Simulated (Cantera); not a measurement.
A closed system holds: 1 mol CH3OH, 0.82 mol O2, at 2398 K.

Cantera equilibrium calculation (NASA polynomials, part measured and part estimated; ideal gas, pure solids and liquids). Candidate condensed phases: C, C6H6, C7H8, C8H18, H2O; 110 gas species. Equilibrium is a limit: real reactors are often held back by kinetics, nucleation or transport.

Question: At 13.5 Torr, list the 5 most abundant gas species with their mole fractions, and the condensed phases.

Answer: H2O 0.409, CO 0.235, H2 0.193, CO2 0.0843, H 0.0516. Condensed: gas only.
